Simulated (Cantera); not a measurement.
Gas mixture: CH4 : C3H8 : C2H2 = 0.36 : 0.72 : 0.48 (molar parts), at 0.0267 bar, frozen composition.

Cantera's kinetic-theory transport with the Lennard-Jones parameters of GRI-Mech 3.0, ideal gas; thermal conductivity in the mixture-averaged form. The composition is frozen, though it would react at the higher temperatures.

D: mixture-averaged diffusion coefficient of that species in the mixture.

```csv
T (K),ρ (kg/m³),cp (J/kg/K),μ (µPa s),λ (mW/m/K),Pr,D (cm²/s) H2,D (cm²/s) CO2,D (cm²/s) H
400,0.0257,2128,12.2,36.1,0.719,34.9,[?],52.2
600,0.0171,2789,17.1,64.6,0.739,69.7,[?],108
800,0.0129,3298,21.3,93.9,0.750,113,[?],177
1000,0.0103,3695,25.1,123,0.756,164,[?],260
1200,0.00857,3982,28.5,150,0.755,222,[?],354
1400,0.00734,4219,31.7,177,0.755,287,[?],458
1600,0.00643,4414,34.7,203,0.755,358,[?],573
1800,0.00571,4572,37.5,227,0.755,435,[?],698
```

Task: Fill in the missing entries.

Result: 
- 400, D (cm²/s) CO2: 6.89
- 600, D (cm²/s) CO2: 14.5
- 800, D (cm²/s) CO2: 24.2
- 1000, D (cm²/s) CO2: 35.6
- 1200, D (cm²/s) CO2: 48.7
- 1400, D (cm²/s) CO2: 63.3
- 1600, D (cm²/s) CO2: 79.3
- 1800, D (cm²/s) CO2: 96.6
